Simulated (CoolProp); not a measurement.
Neopentane along the isotherm 276.85 °C: fugacity coefficient from the reference equation and from simpler models built on Tc = 160.6 °C, pc = 3196 kPa, ω = 0.196; each cubic takes its own stable root.

Values from CoolProp's reference Helmholtz-energy equation of state, Lemmon 2006. It is a short technical equation, of lower accuracy than the large ones.

| p (kPa) | phase | reference |
|---|---|---|
| 2000 | gas | 0.9072 |
| 4000 | supercritical | 0.8213 |
| 5990 | supercritical | 0.7444 |
| 7990 | supercritical | 0.6786 |
| 9990 | supercritical | 0.6264 |
| 12000 | supercritical | 0.5871 |
| 14000 | supercritical | 0.5588 |
| 16000 | supercritical | 0.5385 |

How far does each simpler model (van der Waals, Soave-Redlich-Kwong, Peng-Robinson) lie from the reference over these 8 states: mean and median of the absolute difference, and the worst?


- van der Waals: mean 4.6 %, median 5.0 %, worst -6.8 % at 276.85 °C and 9990 kPa
- Soave-Redlich-Kwong: mean 4.1 %, median 4.1 %, worst +7.7 % at 276.85 °C and 16000 kPa
- Peng-Robinson: mean 1.9 %, median 1.9 %, worst -2.4 % at 276.85 °C and 5990 kPa
